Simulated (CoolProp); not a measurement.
1-butene along the isotherm 525 K: fugacity coefficient from the reference equation and from simpler models built on Tc = 419.3 K, pc = 4006 kPa, ω = 0.192; each cubic takes its own stable root.

The numbers come from the reference Helmholtz-energy equation of state, Lemmon 2005 in CoolProp. It is a short technical equation, of lower accuracy than the large ones.

```csv
p (kPa),phase,reference
376,gas,0.9846
751,gas,0.9694
1130,gas,0.9542
1500,gas,0.9395
1880,gas,0.9246
2250,gas,0.9103
2630,gas,0.8958
3000,gas,0.8818
3380,gas,0.8676
3760,gas,0.8536
4130,supercritical,0.8401
4510,supercritical,0.8265
4880,supercritical,0.8135
5260,supercritical,0.8003
5630,supercritical,0.7876
6010,supercritical,0.7749
```

**Question.** How far does each simpler model (Redlich-Kwong, Soave-Redlich-Kwong, Peng-Robinson) lie from the reference over these 16 states: mean and median of the absolute difference, and the worst?

**Answer.** 
- Redlich-Kwong: mean 0.8 %, median 0.8 %, worst -1.5 % at 525 K and 6010 kPa
- Soave-Redlich-Kwong: mean 1.0 %, median 0.9 %, worst +2.1 % at 525 K and 6010 kPa
- Peng-Robinson: mean 1.2 %, median 1.3 %, worst -1.9 % at 525 K and 6010 kPa
